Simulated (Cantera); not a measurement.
A Cantera script and what it prints.

```python
import numpy as np
import cantera as ct

gas_names = [...]  # 123 gases of nasa_gas.yaml made of C, H, O, Si
cond_names = """
    C(gr) C6H6(L) C7H8(L) C8H18(L),n-octa H2O(s) H2O(L) Si(cr) Si(L) SiC(b) SiO2(Lqz) SiO2(hqz) SiO2(L)
""".split()


# ... load() reads the species with a 1 bar reference pressure and builds the phases ...
atoms = {
    'TEOS': {'Si': 1, 'C': 8, 'H': 20, 'O': 4},
    'O2': {'O': 2},
    'H2': {'H': 2},
    'H2O': {'H': 2, 'O': 1},
}
top_T = {'C(gr)': 4500, 'SiC(b)': 3050}  # K; cautious upper limits of use, not melting points


# ... equilibrate(T, P, feed) seeds the gas with the atoms and calls Mixture.equilibrate('TP', solver="vcs", rtol=1e-11, max_steps=5000) ...
results = []
feed = {'TEOS': 1, 'O2': 2, 'H2': 22, 'H2O': 0.97}  # mol
P = 210  # Pa
for T in [1173, 1273, 1373, 1473, 1573, 1673, 1773, 1873, 1973, 2073, 2173]:
    mix = equilibrate(T, P, feed)
    results.append((T, P, feed, dict(zip(mix.species_names, mix.species_moles))))
    x = sorted(zip(gas.X, gas.species_names), reverse=True)
    print(f"T = {T:g} K  P = {P:g} Pa  gas = {mix.phase_moles(0):.4g} mol")
    print("   x: " + "  ".join(f"{s} {v:.3e}" for v, s in x if v > 1e-05))
    print("   condensed (mol): " + ("  ".join(f"{mix.phase(i).name} {mix.phase_moles(i):.4g}"
          for i in range(1, mix.n_phases) if mix.phase_moles(i) > 1e-12) or "none"))
```

Output:

```
T = 1173 K  P = 210 Pa  gas = 39.94 mol
   x: H2 8.255e-01  CO 1.745e-01  CH4 2.784e-05  H2O 1.074e-05
   condensed (mol): C(gr) 1.029  SiO2(hqz) 1
T = 1273 K  P = 210 Pa  gas = 39.95 mol
   x: H2 8.253e-01  CO 1.746e-01  SiO 7.875e-05  H 1.414e-05  CH4 1.344e-05
   condensed (mol): C(gr) 1.026  SiO2(hqz) 0.9969
T = 1373 K  P = 210 Pa  gas = 40.75 mol
   x: H2 8.089e-01  CO 1.886e-01  SiO 2.340e-03  H 6.536e-05
   condensed (mol): SiC(b) 0.3116  SiO2(hqz) 0.5931
T = 1473 K  P = 210 Pa  gas = 41.94 mol
   x: H2 7.859e-01  CO 1.904e-01  SiO 2.348e-02  H 2.447e-04
   condensed (mol): SiC(b) 0.01511
T = 1573 K  P = 210 Pa  gas = 41.96 mol
   x: H2 7.854e-01  CO 1.903e-01  SiO 2.347e-02  H 7.863e-04
   condensed (mol): SiC(b) 0.01499
T = 1673 K  P = 210 Pa  gas = 41.99 mol
   x: H2 7.841e-01  CO 1.902e-01  SiO 2.345e-02  H 2.201e-03  Si 1.525e-05
   condensed (mol): SiC(b) 0.0146
T = 1773 K  P = 210 Pa  gas = 42.06 mol
   x: H2 7.811e-01  CO 1.899e-01  SiO 2.337e-02  H 5.487e-03  Si 1.055e-04
   condensed (mol): SiC(b) 0.01237
T = 1873 K  P = 210 Pa  gas = 42.23 mol
   x: H2 7.745e-01  CO 1.894e-01  SiO 2.303e-02  H 1.240e-02  Si 5.896e-04  SiH 2.216e-05  C2H2,acetylene 1.351e-05
   condensed (mol): SiC(b) 0.0007536
T = 1973 K  P = 210 Pa  gas = 42.52 mol
   x: H2 7.626e-01  CO 1.882e-01  H 2.571e-02  SiO 2.282e-02  Si 6.755e-04  SiH 1.955e-05
   condensed (mol): none
T = 2073 K  P = 210 Pa  gas = 43.03 mol
   x: H2 7.414e-01  CO 1.859e-01  H 4.942e-02  SiO 2.254e-02  Si 6.803e-04  SiH 1.544e-05
   condensed (mol): none
T = 2173 K  P = 210 Pa  gas = 43.91 mol
   x: H2 7.065e-01  CO 1.822e-01  H 8.851e-02  SiO 2.209e-02  Si 6.731e-04  SiH 1.210e-05
   condensed (mol): none
```

These are equilibrium values from Cantera (NASA tables, ideal gas, pure condensed phases), not measurements of a reactor. The feed counts by its element totals alone. Mutual solubility and eutectic melting of coexisting phases are not modelled. The tables hold silica as quartz up to 1696 K and as liquid above; real silica turns to tridymite and cristobalite and melts near 1996 K.
